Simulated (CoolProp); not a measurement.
Water along the isotherm 451.15 °C: Z from the reference equation and from simpler models built on Tc = 373.9 °C, pc = 22.06 MPa, ω = 0.344; each cubic takes its own stable root.

Model: reference Helmholtz-energy equation of state, Wagner 2002, in CoolProp.

```tsv
p (MPa)	phase	reference
3.45	gas	0.9653
6.89	gas	0.9285
10.3	gas	0.8896
13.8	gas	0.8470
17.2	gas	0.8028
20.7	gas	0.7543
24.1	supercritical	0.7040
27.6	supercritical	0.6490
31	supercritical	0.5928
34.5	supercritical	0.5335
37.9	supercritical	0.4783
41.4	supercritical	0.4309
44.8	supercritical	0.3994
48.3	supercritical	0.3811
51.7	supercritical	0.3734
55.2	supercritical	0.3722
```

Question: How far does each simpler model (Redlich-Kwong, Soave-Redlich-Kwong) lie from the reference over these 16 states: mean and median of the absolute difference, and the worst?

Answer: 
- Redlich-Kwong: mean 7.6 %, median 3.4 %, worst +28.7 % at 451.15 °C and 55.2 MPa
- Soave-Redlich-Kwong: mean 13.9 %, median 5.7 %, worst +42.2 % at 451.15 °C and 55.2 MPa
